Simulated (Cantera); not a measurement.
A perfectly stirred reactor is fed with CH₄ : CO₂ : H₂ = 1 : 0.57 : 0.36 (molar parts), at 750 Torr; it is held at 2200 K, and followed from long to short residence time.

Cantera simulation using GRI-Mech 3.0 (53 species, 325 reactions); the numbers are that mechanism's predictions, not measurements. GRI-Mech 3.0 stops at C3 and has no aromatics, soot or wall deposition, so with more carbon than oxygen in the feed, carbon stays in small species such as C2H2 where larger ones or solid carbon would form.

**Question.** What does this change do: pressure from 750 Torr to 82.5 Torr?

**Answer.** 
```csv
quantity,before,after
x(CH₄) at τ = 1.10 s,0.00137,0.00105
x(CO₂) at τ = 1.10 s,8.42e-5,0.000190
x(H₂) at τ = 1.10 s,0.607,0.601
x(CH₂) at τ = 1.10 s,1.96e-6,1.08e-5
x(H₂O₂) at τ = 1.10 s,<1e-12,<1e-12
x(CH₄) at τ = 22.0 ms,0.00831,0.0126
x(CO₂) at τ = 22.0 ms,0.00308,0.00918
x(H₂) at τ = 22.0 ms,0.581,0.547
x(CH₂) at τ = 22.0 ms,1.10e-5,4.40e-5
x(H₂O₂) at τ = 22.0 ms,3.32e-12,7.04e-12
```
